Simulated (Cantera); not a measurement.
Charge: 1 mol BF3, 3 mol H2O, 0.37 mol N2, equilibrated at 40000 Pa.

Cantera equilibrium calculation (NASA polynomials, part measured and part estimated; ideal gas, pure solids and liquids). Candidate condensed phases: B, BN, B2O3, B3O3H3, H2O; 62 gas species. The tables' values for BF2 are old estimates; treat these amounts as uncertain. Gases not in the tables: H3BO3. Equilibrium is a limit: real reactors are often held back by kinetics, nucleation or transport.

log p: log10 of the partial pressure in bar; n: condensed amount in mol.

```tsv
T (K)	log p H2O	log p HF	log p BOF	log p BF3	log p N2	log p HBO2	log p H2	log p B3O3F3	n B2O3(l)
1123	-0.68	-1.00	-3.68	-1.31	-1.49	-3.93	-6.08	-2.23	?
1323	-0.72	-0.89	-2.42	-1.44	-1.50	-2.75	-4.94	-2.29	?
1523	-0.78	-0.86	-1.54	-1.66	-1.53	-1.92	-4.11	-2.48	?
1723	-0.85	-0.81	-1.29	-2.15	-1.55	-1.76	-3.50	-3.88	0
1923	-0.88	-0.79	-1.26	-2.78	-1.56	-1.76	-2.98	-5.47	0
2123	-0.89	-0.78	-1.26	-3.34	-1.56	-1.75	-2.56	-6.82	0
2323	-0.92	-0.78	-1.26	-3.82	-1.57	-1.76	-2.21	-7.95	0
```

Fill in the missing entries.


- 1123, n B2O3(l): 0.0945
- 1323, n B2O3(l): 0.153
- 1523, n B2O3(l): 0.0416
